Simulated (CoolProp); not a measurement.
Fluorine at several states: density (kg/m³) from the reference equation and from simpler models built on Tc = -128.7 °C, pc = 52.40 bar, ω = 0.045; each cubic takes its own stable root.

Model: reference Helmholtz-energy equation of state, de Reuck 1990, in CoolProp.

| T (°C) | p (bar) | phase | reference | van der Waals | Redlich-Kwong | Peng-Robinson |
|---|---|---|---|---|---|---|
| -203.15 | 0.326 | liquid | 1602 | ___ | ___ | 1814 |
| -137.25 | 1.94 | gas | 6.622 | 6.609 | 6.624 | 6.635 |
| -41.65 | 26.3 | gas | 53.77 | 54.28 | 53.95 | 54.25 |
| -200.25 | 94 | liquid | ___ | 1110 | 1627 | ___ |
| -38.95 | 58.2 | supercritical | 122.0 | 125.1 | 122.8 | 124.1 |
| -13.65 | 200 | supercritical | 381.2 | 406.6 | 387.5 | 391.2 |

Problem. Fill in the missing entries.

Solution. 
- -203.15, van der Waals: 2.149
- -203.15, Redlich-Kwong: 1629
- -200.25, reference: 1601
- -200.25, Peng-Robinson: 1813

At some of these states van der Waals gives the other phase, because its saturation line lies elsewhere.
